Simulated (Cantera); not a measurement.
What does this Cantera script print?

```python
import numpy as np
import cantera as ct

gas = ct.Solution("gri30.yaml")
gas.TPX = 1900, 55000, {'NO': 1, 'N2': 1.9}
reactor = ct.IdealGasConstPressureReactor(gas, energy="off", clone=False)
net = ct.ReactorNet([reactor])
net.rtol, net.atol = 1e-08, 1e-18
show = ['NO', 'NO2', 'O2', 'N2', 'N2O', 'O']
times = np.geomspace(3e-05, 30, 12)

steps = ct.SolutionArray(gas, extra=["t"])
rows = []
print(f"{'t/s':>10s}{'T/K':>9s}{'P/Pa':>11s}" + "".join(f"{s:>11s}" for s in show))
for t in times:
    while net.time < t:
        t_next = net.step()
        steps.append(gas.state, t=t_next)
    rows.append([np.interp(t, steps.t, y) for y in (steps.T, steps.P, *steps(*show).X.T)])
    print(f"{t:10.3e}{rows[-1][0]:9.1f}{rows[-1][1]:11.4g}" + "".join(f"{x:11.3e}" for x in rows[-1][2:]))
rate = np.gradient(steps.T, steps.t)
print("integrator steps:", len(steps.t))
if steps.T.max() > steps.T[0] + 200:
    print(f"time of steepest temperature rise: {steps.t[rate.argmax()]:.4e} s")
gas.TPX = 1900, 55000, {'NO': 1, 'N2': 1.9}
gas.equilibrate("TP")
print(f"equilibrium (TP): T = {gas.T:.1f} K  " + "  ".join(f"{s} {gas[s].X[0]:.3e}" for s in show))
```

It prints:

```
       t/s      T/K       P/Pa         NO        NO2         O2         N2        N2O          O
 3.000e-05   1900.0    5.5e+04  3.448e-01  1.474e-07  2.522e-09  6.552e-01  1.051e-06  9.243e-07
 1.053e-04   1900.0    5.5e+04  3.448e-01  1.362e-06  2.712e-08  6.552e-01  3.599e-06  2.488e-06
 3.699e-04   1900.0    5.5e+04  3.448e-01  8.499e-06  3.099e-07  6.552e-01  1.160e-05  5.883e-06
 1.299e-03   1900.0    5.5e+04  3.447e-01  3.671e-05  5.973e-06  6.552e-01  3.071e-05  1.643e-05
 4.560e-03   1900.0    5.5e+04  3.444e-01  7.550e-05  9.905e-05  6.553e-01  4.990e-05  2.995e-05
 1.601e-02   1900.0    5.5e+04  3.435e-01  8.140e-05  5.549e-04  6.558e-01  5.186e-05  3.210e-05
 5.621e-02   1900.0    5.5e+04  3.402e-01  9.164e-05  2.165e-03  6.574e-01  5.075e-05  3.600e-05
 1.974e-01   1900.0    5.5e+04  3.290e-01  1.188e-04  7.773e-03  6.630e-01  4.707e-05  4.702e-05
 6.930e-01   1900.0    5.5e+04  2.918e-01  1.663e-04  2.628e-02  6.816e-01  3.643e-05  7.203e-05
 2.433e+00   1900.0    5.5e+04  1.950e-01  1.791e-04  7.467e-02  7.300e-01  1.589e-05  1.135e-04
 8.544e+00   1900.0    5.5e+04  6.303e-02  7.874e-05  1.407e-01  7.960e-01  1.795e-06  1.525e-04
 3.000e+01   1900.0    5.5e+04  9.760e-03  1.328e-05  1.674e-01  8.226e-01  2.530e-07  1.657e-04
integrator steps: 1086
equilibrium (TP): T = 1900.0 K  NO 5.295e-03  NO2 7.253e-06  O2 1.697e-01  N2 8.249e-01  N2O 2.280e-07  O 1.667e-04
```

Model: GRI-Mech 3.0 (53 species, 325 reactions), integrated in Cantera.
